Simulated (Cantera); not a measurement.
Mixture: 2.70 % C3H8, 20.4 % O2, 76.9 % N2, equivalence ratio 0.66, at 225 Torr, adiabatic and at constant volume. Ignition delay is the time to a rise of 400 K.

Detailed kinetics in Cantera: GRI-Mech 3.0 (53 species, 325 reactions). GRI-Mech 3.0 was tuned for natural gas; its chemistry of propane as a main component is partial and can be far from experiment.

Task: Predict: delay at 1350 K; delay at 1425 K; delay at 1500 K; delay at 1575 K; delay at 1650 K; apparent activation energy between 1500 and 1650 K.

Result: 
- delay at 1350 K = 0.752 ms
- delay at 1425 K = 0.306 ms
- delay at 1500 K = 0.152 ms
- delay at 1575 K = 88.2 µs
- delay at 1650 K = 57.0 µs
- apparent activation energy between 1500 and 1650 K = 130 kJ/mol
